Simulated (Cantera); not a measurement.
Cantera run:

```python
import numpy as np
import cantera as ct

gas_names = """
    C CN C2 CCN CNC C2N2 C3 C4 C4N2 C5 N N2 Si SiC SiC2 SiN Si2 Si2C Si2N Si3
""".split()
cond_names = """
    C(gr) Si(cr) Si(L) SiC(b) Si3N4(a)
""".split()


def load(file, names, dense=False):
    # The tables refer to 1 bar. Condensed volumes are neglected.
    table = {s.name: s for s in ct.Species.list_from_file(file)}
    out = []
    for n in names:
        d = dict(table[n].input_data)
        d["thermo"] = dict(d["thermo"], **{"reference-pressure": 1e5})
        if dense:
            d["equation-of-state"] = {"model": "constant-volume", "density": "1e6 g/cm^3"}
        out.append(ct.Species.from_dict(d))
    return out


gas = ct.Solution(thermo="ideal-gas", species=load("nasa_gas.yaml", gas_names))
cond = {s.name: ct.Solution(thermo="fixed-stoichiometry", species=[s], name=s.name)
        for s in load("nasa_condensed.yaml", cond_names, dense=True)}
atoms = {
    'SiC': {'Si': 1, 'C': 1},
    'C': {'C': 1},
    'N2': {'N': 2},
}
top_T = {'C(gr)': 4500, 'SiC(b)': 3050, 'Si3N4(a)': 2400}  # K; cautious upper limits of use, not melting points


def equilibrate(T, P, feed):
    n = {}
    for name, mol in feed.items():
        for a, k in atoms[name].items():
            n[a] = n.get(a, 0.0) + k * mol
    gas.TPX = T, P, n
    mass = sum(n.values()) * gas.mean_molecular_weight
    gas.equilibrate("TP")
    valid = [c for c in cond.values() if c.min_temp <= T <= top_T.get(c.name, c.max_temp)]
    mix = ct.Mixture([(gas, mass / gas.mean_molecular_weight)] + [(c, 0.0) for c in valid])
    mix.T, mix.P = T, P
    mix.equilibrate("TP", solver="vcs", rtol=1e-11, max_steps=5000)
    return mix


results = []
feed = {'SiC': 1, 'C': 0.3, 'N2': 2.2}  # mol
T = 2298.15  # K
for P in [1, 5.6, 32, 180, 1000, 5600, 32000, 180000, 1000000]:
    mix = equilibrate(T, P, feed)
    results.append((T, P, feed, dict(zip(mix.species_names, mix.species_moles))))

top = {s: max(r[3][s] / sum(r[3][g] for g in gas_names) for r in results) for s in gas_names}
cols = sorted((s for s in top if top[s] > 0.0001), key=lambda s: -top[s])[:8]
seen = [c for c in cond_names if any(r[3].get(c, 0) > 1e-12 for r in results)]
print("log10 of partial pressures in bar; condensed amounts in mol")
print(f"{'P/Pa':>10s}" + "".join(f"{s[:9]:>10s}" for s in cols + seen))
for T, P, feed, n in results:
    ng = sum(n[g] for g in gas_names)
    print(f"{P:10.4g}" + "".join(f"{np.log10(max(n[s] / ng * P / 1e5, 1e-99)):10.3f}" for s in cols)
          + "".join(f"{n.get(c, 0):10.4g}" for c in seen))
```

Output:

```
log10 of partial pressures in bar; condensed amounts in mol
      P/Pa        N2        Si      SiC2      Si2C        CN        C3         C       SiN     C(gr)    SiC(b)
         1    -5.166    -5.564    -6.427    -8.338    -7.363    -7.792    -8.091    -9.000     1.025         0
       5.6    -4.415    -4.820    -5.683    -6.849    -6.987    -7.792    -8.091    -7.880     1.045         0
        32    -3.652    -4.089    -4.952    -5.388    -6.606    -7.792    -8.091    -6.768     1.036         0
       180    -2.786    -3.883    -4.746    -4.975    -6.173    -7.792    -8.091    -6.128     0.467    0.7694
      1000    -2.007    -3.883    -4.746    -4.975    -5.783    -7.792    -8.091    -5.739    0.3279    0.9613
      5600    -1.253    -3.883    -4.746    -4.975    -5.406    -7.792    -8.091    -5.362    0.3049     0.993
   3.2e+04    -0.495    -3.883    -4.746    -4.975    -5.027    -7.792    -8.091    -4.983    0.3008    0.9987
   1.8e+05     0.255    -3.883    -4.746    -4.975    -4.652    -7.792    -8.091    -4.608    0.3001    0.9998
     1e+06     1.000    -3.883    -4.746    -4.975    -4.280    -7.792    -8.091    -4.236    0.2999    0.9999
```

These are equilibrium values from Cantera (NASA tables, ideal gas, pure condensed phases), not measurements of a reactor. The tables' values for SiN are old estimates; treat these amounts as uncertain.
